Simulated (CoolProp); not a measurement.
A closed Brayton cycle with nitrogen: compressor inlet 331.15 K and 4.9 MPa, high pressure 12.1 MPa, turbine inlet 985 K, compressor efficiency 0.89, turbine efficiency 0.9, recuperator effectiveness 0 (on enthalpy, no pinch check). Each further row changes one setting.

Values from CoolProp's reference Helmholtz-energy equation of state, Span 2000.

| case | thermal efficiency (%) | net work (kJ/kg) | compressor to turbine work | compressor exit (K) | turbine exit (K) |
|---|---|---|---|---|---|
| as stated | 16.5 | 101 | 0.54 | 442.2 | 799.5 |
| turbine inlet 935 K | 16.2 | 90.1 | 0.57 | 442.2 | 757.3 |
| compressor inlet 341.15 K | 16.3 | 97.6 | ___ | ___ | 799.5 |
| high pressure 10.3 MPa | 14.0 | 89.1 | 0.51 | ___ | 829.9 |
| recuperator effectiveness 0.5 | 24.2 | 101 | 0.54 | 442.2 | 799.5 |

### Question
Some entries are withheld; supply them.

### Answer

- compressor inlet 341.15 K, compressor to turbine work: 0.55
- compressor inlet 341.15 K, compressor exit (K): 455.4
- high pressure 10.3 MPa, compressor exit (K): 420.3
